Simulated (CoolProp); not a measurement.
Computed with CoolProp (reference Helmholtz-energy equation of state, Platzer 1990). This equation is an older, rougher fit.

### Question
For CF4 (R14), give the phase and the cv (kJ/(kg K)), expansivity (1/kK), conductivity (mW/(m K)) at 225.7 K and 26 bar; 350 K and 26 bar.

### Answer
- 225.7 K and 26 bar: gas; cv 0.546, expansivity 14.6, conductivity 13.7
- 350 K and 26 bar: gas; cv 0.675, expansivity 3.54, conductivity 21.2

Thermal conductivity comes from a separate model (Huber 2003), an estimate that may be off by 10 % or more.
